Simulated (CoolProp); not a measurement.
A single-stage vapour-compression cycle with n-butane: evaporating at 326.15 K (dew point), condensing at 357.15 K (bubble point), superheat 8 K, subcooling 0 K, compressor efficiency 0.7, no pressure losses. Each further row changes one setting.

Values from CoolProp's reference Helmholtz-energy equation of state, Bücker 2006.

```json
[
 {"case": "as stated", "cooling COP": "6.09", "pressure ratio": "2.06", "discharge temperature (K)": "364.6", "refrigerating effect (kJ/kg)": "261", "volumetric capacity (kJ/m³)": "3320"},
 {"case": "evaporating temperature 331.15 K", "cooling COP": "7.57", "pressure ratio": "?", "discharge temperature (K)": "364.6", "refrigerating effect (kJ/kg)": "?", "volumetric capacity (kJ/m³)": "3860"},
 {"case": "condensing temperature 352.15 K", "cooling COP": "?", "pressure ratio": "?", "discharge temperature (K)": "359.9", "refrigerating effect (kJ/kg)": "275", "volumetric capacity (kJ/m³)": "3500"},
 {"case": "subcooling 5 K", "cooling COP": "6.43", "pressure ratio": "2.06", "discharge temperature (K)": "364.6", "refrigerating effect (kJ/kg)": "275", "volumetric capacity (kJ/m³)": "3500"},
 {"case": "superheat 18 K", "cooling COP": "?", "pressure ratio": "2.06", "discharge temperature (K)": "374.4", "refrigerating effect (kJ/kg)": "281", "volumetric capacity (kJ/m³)": "?"},
 {"case": "compressor efficiency 0.6", "cooling COP": "5.22", "pressure ratio": "2.06", "discharge temperature (K)": "367.7", "refrigerating effect (kJ/kg)": "261", "volumetric capacity (kJ/m³)": "3320"}
]
```

Question: Fill in the missing entries.

Answer: 
- evaporating temperature 331.15 K, pressure ratio: 1.81
- evaporating temperature 331.15 K, refrigerating effect (kJ/kg): 268
- condensing temperature 352.15 K, cooling COP: 7.53
- condensing temperature 352.15 K, pressure ratio: 1.85
- superheat 18 K, cooling COP: 6.26
- superheat 18 K, volumetric capacity (kJ/m³): 3430
